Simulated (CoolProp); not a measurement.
A Linde-Hampson liquefier for methane: isothermal reversible compression at 290 K from 1 atm to 40 MPa, throttling to 1 atm, return gas leaving the recuperator 2 K below the feed. Each further row changes one setting.

The numbers come from the reference Helmholtz-energy equation of state, Setzmann 1991 in CoolProp.

```csv
case,liquid yield per pass,compression work (kJ/kg of gas)
as stated,___,840
high pressure 80 MPa,___,___
warm-end temperature 320 K,___,___
warm-end gap 7 K,___,840
```

**Question.** Some entries are withheld; supply them.

**Answer.** 
- as stated, liquid yield per pass: 0.264
- high pressure 80 MPa, liquid yield per pass: 0.235
- high pressure 80 MPa, compression work (kJ/kg of gas): 976
- warm-end temperature 320 K, liquid yield per pass: 0.211
- warm-end temperature 320 K, compression work (kJ/kg of gas): 950
- warm-end gap 7 K, liquid yield per pass: 0.255
